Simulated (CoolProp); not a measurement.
Vapour-liquid equilibrium of R22 (1) + R123 (2) at -60.35 °C; x and y are mole fractions of (1).

Model: multi-fluid Helmholtz-energy mixture model, Kamei 1995 and Younglove 1994; pair parameters Bell 2016, in CoolProp.

| x | bubble pressure (kPa) | y at the bubble point | dew pressure at overall composition x (kPa) | liquid density (mol/L) |
|---|---|---|---|---|
| 0.05 | 2.548 | 0.707 | 0.8247 | 11.11 |
| 0.125 | 5.381 | 0.872 | 0.8937 | 11.44 |
| 0.2 | 8.344 | 0.925 | 0.9753 | 11.79 |
| 0.275 | 11.34 | 0.950 | 1.073 | 12.16 |
| 0.35 | 14.30 | 0.964 | 1.193 | 12.54 |
| 0.425 | 17.17 | 0.974 | 1.343 | 12.94 |
| 0.5 | 19.92 | 0.980 | 1.536 | 13.37 |
| 0.575 | 22.55 | 0.985 | 1.794 | 13.82 |
| 0.65 | 25.08 | 0.988 | 2.156 | 14.29 |
| 0.725 | 27.54 | 0.991 | 2.701 | 14.80 |
| 0.8 | 29.98 | 0.994 | 3.617 | 15.33 |
| 0.875 | 32.44 | 0.996 | 5.479 | 15.90 |
| 0.95 | 34.98 | 0.999 | 11.35 | 16.51 |

No azeotrope shows between x = 0.05 and 0.95.

The pair parameters rest on a limited set of measurements; away from them the model extrapolates. The gap from Raoult's law changes sign with composition, which may be real or a fault of the pair parameters; it wasn't checked against measurements.
